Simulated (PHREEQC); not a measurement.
# Leach liquor: an equilibrium model

Make-up at 47 °C: 0.31 mol/kgw H2SO4, 0.043 mol/kgw LiCl and 0.029 mol/kgw NiSO4. Closed to the air; pH follows from the charge balance.

The numbers come from PHREEQC with the ion-association model, wateq4f.dat.

This is a speciation only: nothing precipitates in the calculation.

Task: What pH, ionic strength does the model give?

Result: pH 0.62; ionic strength 0.448 mol/kgw.

Task: In which forms is S present?

Result: HSO4- 90 %, SO4-2 7.5 %, NiSO4 1.9 % of the S.

Complexes and solids missing from the database can't appear. Constants without temperature data keep their 25 °C values here.
